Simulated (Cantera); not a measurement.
**Premixed flame**

A freely propagating, adiabatic, planar premixed flame of 27.6 % H2, 15.2 % O2, 57.2 % N2, equivalence ratio 0.91, unburnt at 375 K and 503 Torr; mixture-averaged transport, grid criteria slope 0.08 and curve 0.16, no radiation.

Cantera simulation using the H2/O2 subset of GRI-Mech 3.0, which has no nitrogen chemistry; the numbers are that mechanism's predictions, not measurements. Burning velocities carry a grid error of a few per cent, more on coarse grids.

| z (mm) | T (K) | u (m/s) | x H2 | x O2 | x OH | x H | x H2O2 | x HO2 |
|---|---|---|---|---|---|---|---|---|
| -1.92 | 375 | 2.96 | 0.276 | 0.152 | <1e-8 | <1e-8 | <1e-8 | <1e-8 |
| -1.28 | 375 | 2.96 | 0.276 | 0.152 | <1e-8 | <1e-8 | <1e-8 | <1e-8 |
| -0.959 | 375 | 2.96 | 0.276 | 0.152 | <1e-8 | <1e-8 | <1e-8 | <1e-8 |
| -0.639 | 375 | 2.96 | 0.276 | 0.152 | <1e-8 | <1e-8 | <1e-8 | 4.22e-8 |
| -0.320 | 385 | 3.02 | 0.270 | 0.153 | 5.24e-6 | 2.25e-6 | 4.25e-6 | 6.18e-5 |
| -0.160 | 634 | 4.81 | 0.232 | 0.149 | 0.000954 | 0.00272 | 6.68e-5 | 0.000249 |
| 0 | 1107 | 8.11 | 0.141 | 0.116 | 0.00238 | 0.0243 | 7.12e-6 | 8.33e-5 |
| 0.160 | 1430 | 10.4 | 0.0607 | 0.0613 | 0.00759 | 0.0432 | 3.37e-6 | 3.67e-5 |
| 0.320 | 1591 | 11.5 | 0.0384 | 0.0414 | 0.0111 | 0.0422 | 2.01e-6 | 2.16e-5 |
| 0.639 | 1752 | 12.5 | 0.0336 | 0.0345 | 0.0138 | 0.0321 | 1.01e-6 | 1.46e-5 |
| 1.28 | 1912 | 13.5 | 0.0303 | 0.0303 | 0.0153 | 0.0215 | 5.17e-7 | 9.99e-6 |
| 2.56 | 2057 | 14.4 | 0.0250 | 0.0265 | 0.0153 | 0.0128 | 3.06e-7 | 6.50e-6 |
| 5.11 | 2177 | 15.1 | 0.0186 | 0.0231 | 0.0139 | 0.00678 | 2.10e-7 | 4.16e-6 |
x: mole fraction of selected species; z is measured from the peak of heat release.

The laminar burning velocity comes out as 296 cm/s. The thermal thickness is 0.639 mm. The peak x(OH) comes out as 0.0155 and the peak x(H) comes out as 0.0443. The peak x(H2O2) comes out as 6.82e-5 and the peak x(HO2) is 0.000357.
